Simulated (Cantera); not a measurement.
**Hydrocarbon pyrolysis for carbon deposition**

An isothermal, constant-pressure homogeneous reactor starts with 1.09 % C₂H₆, 98.9 % N₂, at 1748 K and 20.0 Torr.

Model: GRI-Mech 3.0 (53 species, 325 reactions), integrated in Cantera. GRI-Mech 3.0 stops at C3 and has no aromatics, soot or wall deposition, so with more carbon than oxygen in the feed, carbon stays in small species such as C2H2 where larger ones or solid carbon would form. Radical loss at walls, strong at low pressure, is not modelled.

```tsv
t (s)	x C₂H₆	x C₂H₂	x C₂H₄	x HCN	x CH₄	x CH₂	x H₂
1.00e-5	0.0107	1.81e-11	1.66e-7	<1e-12	5.43e-7	6.85e-9	8.21e-8
3.23e-5	0.0102	1.29e-9	3.72e-6	3.32e-12	5.56e-6	2.27e-7	1.94e-6
0.000104	0.00878	3.00e-7	0.000127	5.88e-9	5.43e-5	6.03e-6	9.64e-5
0.000337	0.00402	0.000203	0.00244	2.76e-6	0.000440	4.14e-5	0.00250
0.00109	0.000108	0.00450	0.00366	2.53e-5	0.00144	4.17e-5	0.0116
0.00352	2.65e-6	0.00888	0.000767	4.54e-5	0.00125	1.14e-5	0.0177
0.0114	5.02e-7	0.00994	8.14e-5	5.42e-5	0.000915	3.54e-6	0.0194
0.0367	1.27e-7	0.0102	1.56e-5	5.98e-5	0.000664	1.23e-6	0.0200
0.119	3.55e-8	0.0103	4.53e-6	6.43e-5	0.000458	4.90e-7	0.0205
0.383	1.01e-8	0.0105	1.43e-6	6.94e-5	0.000263	2.46e-7	0.0208
1.24	1.74e-9	0.0105	4.06e-7	7.87e-5	9.81e-5	1.19e-7	0.0210
4.00	1.14e-10	0.0106	2.14e-7	9.28e-5	2.21e-5	3.63e-8	0.0211
```
x: mole fraction; the columns are a selection and need not sum to one.

Equilibrium at this temperature and pressure: C₂H₆ <1e-12, C₂H₂ 0.00107, C₂H₄ 2.04e-8, HCN 0.0191, CH₄ 2.31e-7, CH₂ 4.73e-10, H₂ 0.0212 (gas phase only).
